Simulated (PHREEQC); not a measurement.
A solution holds 0.56 mol/kgw MgCl2, at 25 °C. Closed to the air; pH follows from the charge balance.

Model: Pitzer model, pitzer.dat, run in PHREEQC.

| Quantity | Result |
|---|---|
| ionic strength | 1.68 mol/kgw |
| activity of water | 0.971 |
| density | 1.039 g/cm³ |
| osmotic coefficient | 0.961 |

```csv
species,molality,activity,log γ
Cl-,1.12,0.649,-0.237
Mg+2,0.560,0.186,-0.478
H+,5.42e-7,5.82e-7,0.031
MgOH+,4.70e-7,4.82e-7,0.011
OH-,7.24e-8,1.69e-8,-0.632
```

No solid was allowed to form. Complexes and solids missing from the database can't appear.
